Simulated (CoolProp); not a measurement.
Values from CoolProp's reference Helmholtz-energy equation of state, Lemmon 2022.

Give the vapour pressure (MPa), vapour density (kg/m³), liquid conductivity (mW/(m K)) of saturated R1234yf at 186.7, 205.6 K.


| T (K) | p (MPa) | vapour density (kg/m³) | liquid conductivity (mW/(m K)) |
|---|---|---|---|
| 186.7 | 0.00326 | 0.240 | 103 |
| 205.6 | 0.0131 | 0.883 | 95.6 |

Thermal conductivity comes from a separate model (Perkins 2011).
